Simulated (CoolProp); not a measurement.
Properties of CH2F2 (R32) along the isotherm 301.9 K.

Model: reference Helmholtz-energy equation of state, Tillner-Roth 1997, in CoolProp.

```csv
p (MPa),phase,density (kg/m³),cp (kJ/(kg K)),expansivity (1/kK),conductivity (mW/(m K))
0.321,gas,6.917,0.9008,3.811,14.2
0.643,gas,14.46,0.9849,4.435,14.6
0.964,gas,22.75,1.090,5.239,15.2
1.29,gas,32.19,1.232,6.354,15.9
1.61,gas,42.84,1.434,7.970,16.8
1.93,liquid,945.5,1.978,4.940,131
2.25,liquid,947.8,1.966,4.854,131
2.57,liquid,950.1,1.954,4.771,132
2.89,liquid,952.3,1.943,4.693,132
```

Thermal conductivity comes from a separate model (Huber 2003), an estimate that may be off by 10 % or more.
